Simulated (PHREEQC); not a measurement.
Consider water at 25 °C with 0.019 mol HF, 0.055 mol H2SiF6, 0.024 mol HBF4 and 0.00047 mol H2SO4 per kg of water. Closed to the air; pH follows from the charge balance.

All values are PHREEQC results (ion-association model, phreeqc.dat), not measurements.

Each row changes one thing in this solution. Precipitation was switched off in this run.

```csv
case,pH,ionic strength (mol/kgw),HF (mol/kgw),BF3OH- (mol/kgw),HSO4- (mol/kgw),H3BO3 (mol/kgw)
as made,0.97,0.190,0.0203,0.000404,0.000379,0.000235
HF from 0.019 to 0.095 mol/kgw,0.96,…,0.0936,8.95e-5,0.000380,5.30e-7
H2SiF6 left out,1.65,0.0255,0.0191,0.000449,0.000273,8.67e-5
diluted 2-fold with water,1.26,0.0944,0.0122,…,0.000170,0.000522
diluted 10-fold with water,1.94,0.0182,0.00515,0.000117,2.03e-5,0.000611
H2SO4 replaced by NaHSO4 at the same molality,0.97,0.190,0.0203,0.000404,0.000379,0.000234
0.0025 mol/kgw NaHCO3 added,0.98,0.190,0.0203,0.000405,0.000377,0.000231
diluted 100-fold with water,2.85,0.00180,0.00160,7.97e-6,5.02e-7,0.000191
temperature from 25 to 65 °C,0.99,…,…,0.000537,0.000428,0.000924
```

Problem. Fill in the missing entries.

Solution. 
- HF from 0.019 to 0.095 mol/kgw, ionic strength (mol/kgw): 0.191
- diluted 2-fold with water, BF3OH- (mol/kgw): 0.000329
- temperature from 25 to 65 °C, ionic strength (mol/kgw): 0.184
- temperature from 25 to 65 °C, HF (mol/kgw): 0.0333

Some of these states are supersaturated (in Quartz (slow to form), Chalcedony (slow to form), for instance). Away from 25 °C the constants follow the database's enthalpies or fits; those with neither stay at their 25 °C values. SiF6-2 is the database's only silicon fluoride. Real BF4- forms and hydrolyses slowly; the run takes it at equilibrium.
